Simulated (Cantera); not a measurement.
Input: 1 mol SiH2Cl2, 0.11 mol NH3, 3.9 mol H2, held at 1498 K.

Equilibrium computed with Cantera from the NASA thermochemical tables; the gas is ideal and each condensed phase is pure. Candidate condensed phases: NH4Cl, Si, Si3N4; 28 gas species. Mutual solubility and eutectic melting of coexisting phases are not modelled. Kinetics and transport are ignored.

### Question
Which condensed phases are stable at each of these points (P (Pa)): 5, 21, 85, 350, 1400, 5900, 24000, 100000?

### Answer
| P (Pa) | condensed phases | Si condensed (%) |
|---|---|---|
| 5 | Si(s) | 44.5 |
| 21 | Si(s) | 44.6 |
| 85 | Si(s) | 44.7 |
| 350 | Si(s) | 44.8 |
| 1400 | Si(s) + Si3N4(s) | 45.0 |
| 5900 | Si(s) + Si3N4(s) | 45.6 |
| 24000 | Si(s) + Si3N4(s) | 46.7 |
| 100000 | Si(s) + Si3N4(s) | 47.9 |

From 5.00 Pa to 3.50 mbar the condensed part is Si(s). From 14.0 mbar to 1.00 bar the condensed part is Si(s) + Si3N4(s).
